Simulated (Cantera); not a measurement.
**TEOS + NO (silicon oxide and oxynitride deposition)**

Feed: 1 mol TEOS, 0.95 mol NO, equilibrated at 1.00 Torr.

These are equilibrium values from Cantera (NASA tables, ideal gas, pure condensed phases), not measurements of a reactor. Candidate condensed phases: C, C6H6, C7H8, C8H18, H2O, Si, SiC, SiO2, Si2N2O, Si3N4; 151 gas species. The feed counts by its element totals alone. Mutual solubility and eutectic melting of coexisting phases are not modelled. The tables hold silica as quartz up to 1696 K and as liquid above; real silica turns to tridymite and cristobalite and melts near 1996 K. Kinetics and transport are ignored.

From 727 °C to 877 °C the condensed part is C(graphite) + SiO2(β-quartz). At 952 °C the condensed part is C(graphite) + SiO2(β-quartz) + Si2N2O(s). At 1027 °C the condensed part is C(graphite) + SiC(s) + Si2N2O(s). From 1102 °C to 1702 °C the condensed part is C(graphite) + SiC(s).

```json
[
 {"T (°C)": "727", "log p H2": "-3.00", "log p CO": "-3.53", "log p N2": "-4.33", "log p H": "-10.15", "log p SiO": "-14.36", "log p HCN": "-8.95", "log p Si": "<-14", "n C(graphite)": "5.05", "n SiO2(β-quartz)": "1.00", "n Si2N2O(s)": "0", "n SiC(s)": "0"},
 {"T (°C)": "802", "log p H2": "-3.00", "log p CO": "-3.53", "log p N2": "-4.33", "log p H": "-9.33", "log p SiO": "-11.85", "log p HCN": "-8.46", "log p Si": "<-14", "n C(graphite)": "5.05", "n SiO2(β-quartz)": "1.00", "n Si2N2O(s)": "0", "n SiC(s)": "0"},
 {"T (°C)": "877", "log p H2": "-3.00", "log p CO": "-3.53", "log p N2": "-4.33", "log p H": "-8.63", "log p SiO": "-9.68", "log p HCN": "-8.04", "log p Si": "<-14", "n C(graphite)": "5.05", "n SiO2(β-quartz)": "1.000", "n Si2N2O(s)": "0", "n SiC(s)": "0"},
 {"T (°C)": "952", "log p H2": "-3.03", "log p CO": "-3.41", "log p N2": "-5.08", "log p H": "-8.02", "log p SiO": "-7.90", "log p HCN": "-8.06", "log p Si": "<-14", "n C(graphite)": "3.89", "n SiO2(β-quartz)": "0.228", "n Si2N2O(s)": "0.386", "n SiC(s)": "0"},
 {"T (°C)": "1027", "log p H2": "-3.04", "log p CO": "-3.38", "log p N2": "-5.77", "log p H": "-7.47", "log p SiO": "-6.51", "log p HCN": "-8.09", "log p Si": "-12.89", "n C(graphite)": "3.43", "n SiO2(β-quartz)": "0", "n Si2N2O(s)": "0.456", "n SiC(s)": "0.0839"},
 {"T (°C)": "1102", "log p H2": "-3.06", "log p CO": "-3.37", "log p N2": "-4.39", "log p H": "-7.00", "log p SiO": "-6.33", "log p HCN": "-7.12", "log p Si": "-11.76", "n C(graphite)": "2.06", "n SiO2(β-quartz)": "0", "n Si2N2O(s)": "0", "n SiC(s)": "0.995"},
 {"T (°C)": "1177", "log p H2": "-3.06", "log p CO": "-3.37", "log p N2": "-4.39", "log p H": "-6.56", "log p SiO": "-6.17", "log p HCN": "-6.86", "log p Si": "-10.74", "n C(graphite)": "2.06", "n SiO2(β-quartz)": "0", "n Si2N2O(s)": "0", "n SiC(s)": "0.992"},
 {"T (°C)": "1252", "log p H2": "-3.06", "log p CO": "-3.37", "log p N2": "-4.39", "log p H": "-6.16", "log p SiO": "-6.03", "log p HCN": "-6.63", "log p Si": "-9.82", "n C(graphite)": "2.07", "n SiO2(β-quartz)": "0", "n Si2N2O(s)": "0", "n SiC(s)": "0.989"},
 {"T (°C)": "1327", "log p H2": "-3.06", "log p CO": "-3.37", "log p N2": "-4.39", "log p H": "-5.80", "log p SiO": "-5.91", "log p HCN": "-6.42", "log p Si": "-8.99", "n C(graphite)": "2.07", "n SiO2(β-quartz)": "0", "n Si2N2O(s)": "0", "n SiC(s)": "0.986"},
 {"T (°C)": "1402", "log p H2": "-3.06", "log p CO": "-3.37", "log p N2": "-4.39", "log p H": "-5.47", "log p SiO": "-5.79", "log p HCN": "-6.22", "log p Si": "-8.23", "n C(graphite)": "2.08", "n SiO2(β-quartz)": "0", "n Si2N2O(s)": "0", "n SiC(s)": "0.981"},
 {"T (°C)": "1477", "log p H2": "-3.07", "log p CO": "-3.37", "log p N2": "-4.39", "log p H": "-5.17", "log p SiO": "-5.69", "log p HCN": "-6.05", "log p Si": "-7.54", "n C(graphite)": "2.08", "n SiO2(β-quartz)": "0", "n Si2N2O(s)": "0", "n SiC(s)": "0.976"},
 {"T (°C)": "1552", "log p H2": "-3.07", "log p CO": "-3.37", "log p N2": "-4.40", "log p H": "-4.89", "log p SiO": "-5.60", "log p HCN": "-5.89", "log p Si": "-6.91", "n C(graphite)": "2.09", "n SiO2(β-quartz)": "0", "n Si2N2O(s)": "0", "n SiC(s)": "0.969"},
 {"T (°C)": "1627", "log p H2": "-3.07", "log p CO": "-3.38", "log p N2": "-4.40", "log p H": "-4.64", "log p SiO": "-5.51", "log p HCN": "-5.75", "log p Si": "-6.33", "n C(graphite)": "2.10", "n SiO2(β-quartz)": "0", "n Si2N2O(s)": "0", "n SiC(s)": "0.958"},
 {"T (°C)": "1702", "log p H2": "-3.08", "log p CO": "-3.38", "log p N2": "-4.41", "log p H": "-4.40", "log p SiO": "-5.44", "log p HCN": "-5.62", "log p Si": "-5.79", "n C(graphite)": "2.11", "n SiO2(β-quartz)": "0", "n Si2N2O(s)": "0", "n SiC(s)": "0.936"}
]
```
log p: log10 of the partial pressure in bar; n: condensed amount in mol.
